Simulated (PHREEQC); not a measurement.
# Brine: speciation

A solution holds 1.9 mol/kgw H2SO4 and 0.008 mol/kgw K2SO4, at 30 °C. Closed to the air; pH follows from the charge balance.

Computed with PHREEQC (Pitzer model, pitzer.dat).

No solid was allowed to form.

Question: Estimate the pH, osmotic coefficient, ionic strength.

Answer: pH -0.58; osmotic coefficient 1.114; ionic strength 2.78 mol/kgw.

Question: In which forms is S present?

Answer: HSO4- 77 %, SO4-2 23 % of the S.

In brines, pH and single-ion activities rest on the MacInnes convention.
